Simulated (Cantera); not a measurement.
## Equilibrium for hydrogen reduction and annealing atmospheres: Fe3O4 + H2

Feed: 1 mol Fe3O4, a varied amount of H2, held at 2173 K and 0.100 bar.

Cantera equilibrium calculation (NASA polynomials, part measured and part estimated; ideal gas, pure solids and liquids). Candidate condensed phases: Fe, FeO, Fe(OH)2, Fe(OH)3, Fe2O3, Fe3O4, H2O; 12 gas species. Kinetics and transport are ignored.

From 310 mol H2 to 2300 mol H2 nothing is condensed. The main Fe-bearing gas is Fe throughout.

```
n(H2) (mol)  log p H2  log p H  log p H2O  log p Fe  log p OH  log p FeO
-----------  --------  -------  ---------  --------  --------  ---------
310             -1.02    -2.82      -2.90     -3.02     -5.58      -6.44
380             -1.01    -2.82      -2.99     -3.11     -5.67      -6.61
450             -1.01    -2.82      -3.06     -3.18     -5.74      -6.76
540             -1.01    -2.82      -3.14     -3.26     -5.82      -6.92
650             -1.01    -2.82      -3.22     -3.34     -5.90      -7.08
780             -1.01    -2.82      -3.30     -3.42     -5.98      -7.24
940             -1.01    -2.82      -3.38     -3.50     -6.06      -7.40
1100            -1.01    -2.82      -3.44     -3.57     -6.13      -7.54
1300            -1.01    -2.82      -3.52     -3.64     -6.20      -7.68
1600            -1.01    -2.82      -3.61     -3.73     -6.29      -7.86
1900            -1.01    -2.82      -3.68     -3.81     -6.37      -8.01
2300            -1.01    -2.82      -3.76     -3.89     -6.45      -8.18
```
log p: log10 of the partial pressure in bar; nothing condenses.
